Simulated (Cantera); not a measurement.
Feed: 1 mol Al, 23 mol N2O, 61 mol H2, equilibrated at 2273 K and 0.100 bar.

Method: chemical equilibrium by Gibbs-energy minimisation in Cantera with the NASA 1993 tables (ideal gas, pure condensed phases). Candidate condensed phases: Al, AlN, Al2O3, H2O; 35 gas species. Gases not in the tables: Al(OH)3. The numbers say what is thermodynamically allowed, not how fast it happens.

Base state: H2 0.458, N2 0.271, H2O 0.252, H 0.0180, OH 0.00153, NO 5.86e-5, O 4.14e-5, AlO2H 1.41e-5 (mole fractions); condensed: Al2O3(s).

What changes in the equilibrium state with this change: N2O from 23 to 2.8 mol?


```json
[
 {"species": "H2", "before": "0.458", "after": "0.911"},
 {"species": "N2", "before": "0.271", "after": "0.0433"},
 {"species": "H", "before": "0.0180", "after": "0.0254"},
 {"species": "H2O", "before": "0.252", "after": "0.0201"},
 {"species": "AlOH", "before": "6.19e-6", "after": "4.36e-5"},
 {"species": "Al", "before": "2.38e-7", "after": "2.96e-5"},
 {"species": "NO", "before": "5.86e-5", "after": "9.39e-7"},
 {"species": "O", "before": "4.14e-5", "after": "1.66e-6"},
 {"species": "Al2O3(s), mol", "before": "0.499", "after": "0.497"}
]
```
The tables' values for AlOH are old estimates; treat these amounts as uncertain.

What changes in the equilibrium state with this change: H2 from 61 to 8.2 mol?


| species | before | after |
|---|---|---|
| N2 | 0.271 | 0.596 |
| H2O | 0.252 | 0.203 |
| O2 | 9.54e-6 | 0.164 |
| H2 | 0.458 | 0.00282 |
| NO | 5.86e-5 | 0.0114 |
| H | 0.0180 | 0.00141 |
| OH | 0.00153 | 0.0158 |
| AlO2H | 1.41e-5 | 1.27e-5 |
| O | 4.14e-5 | 0.00542 |
| Al2O3(s), mol | 0.499 | 0.500 |
